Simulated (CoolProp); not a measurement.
R1336mzz(E) along the isotherm 136.85 °C: fugacity coefficient from the reference equation and from simpler models built on Tc = 130.4 °C, pc = 2779 kPa, ω = 0.413; each cubic takes its own stable root.

Computed with CoolProp (reference Helmholtz-energy equation of state, Akasaka 2023).

```tsv
p (kPa)	phase	reference	van der Waals	Redlich-Kwong	Soave-Redlich-Kwong	Peng-Robinson
18	gas	0.9978	0.9982	0.9979	0.9979	0.9977
30.4	gas	0.9963	0.9969	0.9964	0.9965	0.9961
51.3	gas	0.9937	0.9947	0.9940	0.9941	0.9934
86.6	gas	0.9894	0.9911	0.9899	0.9900	0.9888
146	gas	0.9822	0.9850	0.9830	0.9832	0.9812
247	gas	0.9700	0.9747	0.9712	0.9716	0.9683
416	gas	0.9497	0.9574	0.9517	(withheld)	0.9470
703	gas	0.9156	0.9281	0.9189	0.9199	0.9113
1190	gas	0.8587	0.8786	0.8640	0.8657	0.8521
2000	gas	0.7661	0.7954	0.7738	0.7767	(withheld)
3380	supercritical	0.5966	0.6291	(withheld)	0.6135	0.5897
5700	supercritical	0.4047	0.4530	0.4228	0.4305	0.4074
```

Q: What belongs in the gaps?

A: 
- 416, Soave-Redlich-Kwong: 0.9523
- 2000, Peng-Robinson: 0.7569
- 3380, Redlich-Kwong: 0.6050
